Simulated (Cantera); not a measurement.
**NaOH + H₂O + CO₂ + C (calcination and drying)**

A closed system holds: 1 mol NaOH, 1.6 mol H₂O, 0.015 mol CO₂, 0.019 mol C, held at 0.120 Torr.

These are equilibrium values from Cantera (NASA tables, ideal gas, pure condensed phases), not measurements of a reactor. Candidate condensed phases: C, C₆H₆, C₇H₈, C₈H₁₈, H₂O, Na, NaOH, NaO₂, Na₂CO₃, Na₂O, Na₂O₂; 117 gas species. Kinetics and transport are ignored.

```tsv
T (K)	log p H₂O	log p NaOH	log p Na	log p O₂	log p H₂	log p CO₂	n NaOH(l)	n Na₂CO₃(s)
898	-3.82	-5.57	-5.87	<-15	-5.53	-9.30	0.886	0.0340
998	-3.94	-4.42	-5.29	-12.90	-7.57	-8.46	0.258	0.0339
1098	-3.99	-4.27	-5.33	-8.60	-8.60	-6.15	0	0.0225
1198	-4.01	-4.28	-5.19	-6.31	-8.77	-5.70	0	0
1298	-4.01	-4.37	-4.85	-5.61	-8.28	-5.71	0	0
1398	-4.00	-4.54	-4.60	-5.28	-7.73	-5.74	0	0
1498	-4.00	-4.80	-4.45	-5.11	-7.19	-5.76	0	0
1598	-4.00	-5.11	-4.38	-5.03	-6.68	-5.78	0	0
```
log p: log10 of the partial pressure in bar; n: condensed amount in mol.

From 898 K to 998 K the condensed part is NaOH(l) + Na₂CO₃(s). At 1098 K the condensed part is Na₂CO₃(s). From 1198 K to 1598 K nothing is condensed. The main Na-bearing gas is NaOH at 898 K and Na at 1598 K.
